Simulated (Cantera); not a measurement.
A perfectly stirred reactor is fed with 4.62 % CH4, 20.1 % O2, 75.3 % N2, at 0.260 bar; it is adiabatic with a 575 K inlet, and is followed from long to short residence time, starting on the burning branch (τ in s: 0.38, 0.091, 0.022, 0.0053, 0.0013, 0.00031, 7.4e-05, 1.8e-05, 4.3e-06).

Computed with Cantera and GRI-Mech 3.0 (53 species, 325 reactions).

x: mole fraction; the columns are a selection and need not sum to one.

```json
[
 {"τ (s)": "0.38", "T (K)": "1619", "x CH4": "9.51e-6", "x O2": "0.108", "x H2O2": "4.71e-8", "x CO": "0.000284", "x CO2": "0.0459", "x C2H": "<1e-12", "x C2H6": "6.65e-11"},
 {"τ (s)": "0.091", "T (K)": "1609", "x CH4": "2.31e-5", "x O2": "0.108", "x H2O2": "8.56e-8", "x CO": "0.000731", "x CO2": "0.0454", "x C2H": "<1e-12", "x C2H6": "1.78e-10"},
 {"τ (s)": "0.022", "T (K)": "1586", "x CH4": "5.68e-5", "x O2": "0.108", "x H2O2": "1.52e-7", "x CO": "0.00183", "x CO2": "0.0442", "x C2H": "<1e-12", "x C2H6": "4.92e-10"},
 {"τ (s)": "0.0053", "T (K)": "1539", "x CH4": "0.000156", "x O2": "0.109", "x H2O2": "2.77e-7", "x CO": "0.00451", "x CO2": "0.0412", "x C2H": "<1e-12", "x C2H6": "1.95e-9"},
 {"τ (s)": "0.0013", "T (K)": "1449", "x CH4": "___", "x O2": "0.114", "x H2O2": "___", "x CO": "___", "x CO2": "___", "x C2H": "3.34e-12", "x C2H6": "___"},
 {"τ (s)": "0.00031", "T (K)": "575", "x CH4": "0.0462", "x O2": "0.201", "x H2O2": "<1e-12", "x CO": "<1e-12", "x CO2": "<1e-12", "x C2H": "<1e-12", "x C2H6": "<1e-12"},
 {"τ (s)": "7.4e-5", "T (K)": "575", "x CH4": "0.0462", "x O2": "0.201", "x H2O2": "<1e-12", "x CO": "<1e-12", "x CO2": "<1e-12", "x C2H": "<1e-12", "x C2H6": "<1e-12"},
 {"τ (s)": "1.8e-5", "T (K)": "575", "x CH4": "0.0462", "x O2": "0.201", "x H2O2": "<1e-12", "x CO": "<1e-12", "x CO2": "<1e-12", "x C2H": "<1e-12", "x C2H6": "<1e-12"},
 {"τ (s)": "4.3e-6", "T (K)": "575", "x CH4": "0.0462", "x O2": "0.201", "x H2O2": "<1e-12", "x CO": "<1e-12", "x CO2": "<1e-12", "x C2H": "<1e-12", "x C2H6": "<1e-12"}
]
```

Task: What belongs in the gaps?

Result: 
- 0.0013, x CH4: 0.000601
- 0.0013, x H2O2: 5.48e-7
- 0.0013, x CO: 0.0116
- 0.0013, x CO2: 0.0334
- 0.0013, x C2H6: 2.32e-8
